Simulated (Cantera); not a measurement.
Feed: 1 mol AlN, 1.3 mol HCl, 0.67 mol N₂, 0.61 mol Cl₂, equilibrated at 7.00 Pa.

Method: chemical equilibrium by Gibbs-energy minimisation in Cantera with the NASA 1993 tables (ideal gas, pure condensed phases). Candidate condensed phases: Al, AlCl₃, AlN, NH₄Cl; 20 gas species. Kinetics and transport are ignored.

Question: What share of the Al ends up in condensed phases as a function of T (K), at 1025, 1050, 1075, 1100, 1125, 1150, 1175, 1200, 1225, 1250?

Answer: 
| T (K) | Al condensed (%) | as |
|---|---|---|
| 1025 | 25.7 | AlN(s) |
| 1050 | 25.6 | AlN(s) |
| 1075 | 25.4 | AlN(s) |
| 1100 | 25.3 | AlN(s) |
| 1125 | 25.1 | AlN(s) |
| 1150 | 24.9 | AlN(s) |
| 1175 | 24.6 | AlN(s) |
| 1200 | 24.0 | AlN(s) |
| 1225 | 23.1 | AlN(s) |
| 1250 | 21.6 | AlN(s) |
